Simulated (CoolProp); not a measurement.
Vapour-liquid equilibrium of 1-butene (1) + n-perfluorobutane (2) at 62.15 °C; x and y are mole fractions of (1).

Computed with CoolProp (multi-fluid Helmholtz-energy mixture model, Lemmon 2005 and Gao 2022; pair parameters Bell 2016).

Task: Give the bubble pressure and the first vapour's composition at x = 0.05, 0.125, 0.2. Is there an azeotrope?

Result: x = 0.05: 830.7 kPa, y = 0.111; x = 0.125: 941.8 kPa, y = 0.251; x = 0.2: 1044 kPa, y = 0.358. y crosses x between x = 0.575 and 0.65: the model has an azeotrope there.

Pair parameters are fitted to limited data, so mixtures are less certain than the pure fluids. With so large a gap from Raoult's law the liquid may split in two, which this calculation doesn't test in full.
